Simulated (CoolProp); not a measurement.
Vapour-liquid equilibrium of toluene (1) + n-decane (2) at 152.35 °C; x and y are mole fractions of (1).

The numbers come from the multi-fluid Helmholtz-energy mixture model, Lemmon 2006 and Lemmon 2006; pair parameters Bell 2016 in CoolProp.

| x | bubble pressure (bar) | y at the bubble point | dew pressure at overall composition x (bar) | liquid density (mol/L) |
|---|---|---|---|---|
| 0.05 | 0.6765 | 0.203 | 0.5869 | 4.489 |
| 0.2 | 1.043 | 0.556 | 0.6742 | 4.837 |
| 0.35 | 1.417 | [?] | 0.7921 | 5.235 |
| 0.5 | 1.776 | 0.828 | 0.9600 | 5.695 |
| 0.65 | 2.117 | 0.894 | 1.218 | 6.236 |
| 0.8 | 2.449 | 0.944 | 1.660 | [?] |
| 0.95 | 2.787 | 0.987 | [?] | 7.668 |

**Question.** Some entries are withheld; supply them.

**Answer.** 
- 0.35, y at the bubble point: 0.728
- 0.8, liquid density (mol/L): 6.882
- 0.95, dew pressure at overall composition x (bar): 2.496

No azeotrope shows between x = 0.05 and 0.95.

The pair parameters rest on a limited set of measurements; away from them the model extrapolates. The gap from Raoult's law changes sign with composition, which may be real or a fault of the pair parameters; it wasn't checked against measurements.
